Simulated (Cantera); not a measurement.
A perfectly stirred reactor is fed with CO : O2 : H2O : N2 = 0.0033 : 0.048 : 0.029 : 1 (molar parts), at 0.395 atm; it is held at 1150 K, and followed from long to short residence time.

Computed with Cantera and GRI-Mech 3.0 (53 species, 325 reactions).

Task: Predict: x(CO) at τ = 0.390 s; x(O2) at τ = 0.390 s; x(H2O) at τ = 0.390 s; x(NO) at τ = 0.390 s; x(H) at τ = 0.390 s; x(CO) at τ = 39.0 ms; x(O2) at τ = 39.0 ms; x(H2O) at τ = 39.0 ms; x(NO) at τ = 39.0 ms; x(H) at τ = 39.0 ms.

Result: 
| Item | Result |
|---|---|
| x(CO) at τ = 0.390 s | 0.000189 |
| x(O2) at τ = 0.390 s | 0.0430 |
| x(H2O) at τ = 0.390 s | 0.0269 |
| x(NO) at τ = 0.390 s | 7.99e-9 |
| x(H) at τ = 0.390 s | 8.65e-7 |
| x(CO) at τ = 39.0 ms | 0.000787 |
| x(O2) at τ = 39.0 ms | 0.0433 |
| x(H2O) at τ = 39.0 ms | 0.0268 |
| x(NO) at τ = 39.0 ms | 3.55e-9 |
| x(H) at τ = 39.0 ms | 6.58e-6 |
